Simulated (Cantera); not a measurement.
# Adiabatic ignition

An adiabatic, constant-volume homogeneous reactor starts with 13.9 % H2, 17.0 % O2, 63.9 % N2, 5.15 % H2O, equivalence ratio 0.41, at 1100 K and 26.0 bar.

Computed with Cantera and the H2/O2 subset of GRI-Mech 3.0, which has no nitrogen chemistry. The hydrogen kinetics of GRI-Mech 3.0 are dated; newer H2 mechanisms differ, most at raised pressure. The pressure lies above the range GRI-Mech 3.0 was tuned for (to about 10 atm).

```
t (s)     T (K)  P (bar)      x H2   x O2   x H2O   x H2O2       x O    x HO2
--------  -----  -------  --------  -----  ------  -------  --------  -------
7.00e-6    1100     26.0     0.139  0.170  0.0515  2.34e-9  2.31e-11  7.96e-8
2.62e-5    1100     26.0     0.139  0.170  0.0515  3.12e-8  3.33e-11  3.06e-7
9.79e-5    1100     26.0     0.139  0.170  0.0515  4.19e-7  1.06e-10  1.45e-6
0.000366   1100     26.0     0.139  0.170  0.0516  1.35e-5   1.72e-9  1.58e-5
0.00137    2300     50.6  0.000183  0.107   0.203  2.09e-6  0.000230  1.86e-5
0.00512    2300     50.6  0.000183  0.107   0.203  2.09e-6  0.000230  1.86e-5
0.0191     2300     50.6  0.000183  0.107   0.203  2.09e-6  0.000230  1.86e-5
0.0715     2300     50.6  0.000183  0.107   0.203  2.09e-6  0.000230  1.86e-5
0.267      2300     50.6  0.000183  0.107   0.203  2.09e-6  0.000230  1.86e-5
1.00       2300     50.6  0.000183  0.107   0.203  2.09e-6  0.000230  1.86e-5
```
x: mole fraction; the columns are a selection and need not sum to one.

```
Quantity                                                               Value
---------------------------------  -----------------------------------------
time of steepest temperature rise                                    1.16 ms
temperature at 1.00 s                                                 2300 K
equilibrium temperature                                               2300 K
x(H2) at 1.00 s                    0.000183 (gas-phase equilibrium 0.000183)
x(O2) at 1.00 s                          0.107 (gas-phase equilibrium 0.107)
x(H2O) at 1.00 s                         0.203 (gas-phase equilibrium 0.203)
```
